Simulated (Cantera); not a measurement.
A closed system holds: 1 mol B, 0.21 mol HCl, 1.3 mol O₂, held at 1275 K and 0.240 bar.

Cantera equilibrium calculation (NASA polynomials, part measured and part estimated; ideal gas, pure solids and liquids). Candidate condensed phases: B, B₂O₃, B₃O₃H₃, H₂O; 33 gas species. Gases not in the tables: H₃BO₃. Equilibrium is a limit: real reactors are often held back by kinetics, nucleation or transport.

Base state: O₂ 0.717, HCl 0.207, H₂O 0.0366, Cl₂ 0.0352, Cl 0.00378, HBO₂ 0.000884, ClO 5.38e-5, (HBO₂)₃ 3.07e-5 (mole fractions); condensed: B₂O₃(l).

What changes in the equilibrium state with this change: B replaced by Si?


```json
[
 {"species": "O₂", "before": "0.717", "after": "0.576"},
 {"species": "HCl", "before": "0.207", "after": "0.316"},
 {"species": "H₂O", "before": "0.0366", "after": "0.0530"},
 {"species": "Cl₂", "before": "0.0352", "after": "0.0507"},
 {"species": "HBO₂", "before": "0.000884", "after": "0"},
 {"species": "(HBO₂)₃", "before": "3.07e-5", "after": "0"},
 {"species": "HOCl", "before": "2.15e-5", "after": "2.95e-5"},
 {"species": "B₂O₃(l), mol", "before": "0.500", "after": "0"},
 {"species": "SiO₂(β-quartz), mol", "before": "0", "after": "1.00"}
]
```
The tables hold silica as quartz up to 1696 K and as liquid above; real silica turns to tridymite and cristobalite and melts near 1996 K. Gases not in the tables: Si(OH)₄. Further candidate phases: Si, SiO₂.
